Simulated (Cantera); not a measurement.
Feed: 1 mol c-C4F8, 4 mol H2, equilibrated at 1.80 mbar.

Method: chemical equilibrium by Gibbs-energy minimisation in Cantera with the NASA 1993 tables (ideal gas, pure condensed phases). Candidate condensed phases: C, C6H6, C7H8, C8H18; 95 gas species. The feed counts by its element totals alone. Rates play no part.

x: gas mole fraction; n: condensed amount in mol.

```csv
T (°C),x HF,x F,x H,x H2,x CF2,n C(graphite)
1025,1.000,___,2.74e-8,1.18e-6,2.28e-8,4.00
1125,1.000,___,1.54e-7,1.90e-6,1.59e-7,4.00
1225,1.000,___,7.98e-7,3.88e-6,6.37e-7,4.00
1325,1.000,___,4.02e-6,1.03e-5,1.51e-6,4.00
1425,1.000,___,1.75e-5,2.65e-5,2.96e-6,4.00
1525,1.000,___,6.48e-5,6.09e-5,5.43e-6,4.00
1625,0.999,___,0.000206,0.000125,9.55e-6,4.00
1725,0.998,___,0.000578,0.000233,1.63e-5,4.00
1825,0.996,___,0.00145,0.000398,2.71e-5,4.00
```

Q: Complete the blanks.

A: 
- 1025, x F: 1.19e-7
- 1125, x F: 1.01e-6
- 1225, x F: 5.57e-6
- 1325, x F: 2.09e-5
- 1425, x F: 6.43e-5
- 1525, x F: 0.000175
- 1625, x F: 0.000437
- 1725, x F: 0.00101
- 1825, x F: 0.00218
